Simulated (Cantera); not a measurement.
Feed: 1 mol NH3, 2.4 mol O2, at 3027 °C and 750 Torr.

Equilibrium computed with Cantera from the NASA thermochemical tables; the gas is ideal and each condensed phase is pure. Candidate condensed phases: H2O; 24 gas species. Equilibrium is a limit: real reactors are often held back by kinetics, nucleation or transport.

Base state: O2 0.281, H2O 0.188, O 0.153, OH 0.141, N2 0.0979, H 0.0729, H2 0.0398, NO 0.0271 (mole fractions); condensed: gas only.

Task: What changes in the equilibrium state with this change: temperature from 3027 °C to 2200 °C?

Result: 
```
species    before    after
-------  --------  -------
O2          0.281    0.429
H2O         0.188    0.386
N2         0.0979    0.129
O           0.153  0.00830
H          0.0729  0.00124
H2         0.0398  0.00307
OH          0.141   0.0312
NO         0.0271   0.0127
N         2.53e-5  8.15e-8
HO2      0.000119  4.49e-5
NO2       1.51e-5  1.66e-5
```
